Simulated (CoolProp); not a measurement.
Vapour-liquid equilibrium of R125 (1) + propane (2) at 285.5 K; x and y are mole fractions of (1).

Model: multi-fluid Helmholtz-energy mixture model, Lemmon 2005 and Lemmon 2009; pair parameters Bell 2016, in CoolProp.

| x | bubble pressure (MPa) | y at the bubble point | dew pressure at overall composition x (MPa) | liquid density (mol/L) |
|---|---|---|---|---|
| 0.05 | 0.7974 | 0.165 | 0.7124 | 11.46 |
| 0.2 | 1.012 | 0.393 | 0.8267 | 11.06 |
| 0.35 | 1.111 | 0.495 | 0.9683 | 10.73 |
| 0.5 | 1.156 | 0.567 | 1.115 | 10.48 |
| 0.65 | 1.168 | 0.640 | 1.167 | 10.36 |
| 0.8 | 1.139 | 0.739 | 1.105 | 10.35 |
| 0.95 | 1.035 | 0.909 | 1.007 | 10.44 |

y crosses x between x = 0.5 and 0.65: the model has an azeotrope there.

Pair parameters are fitted to limited data, so mixtures are less certain than the pure fluids.
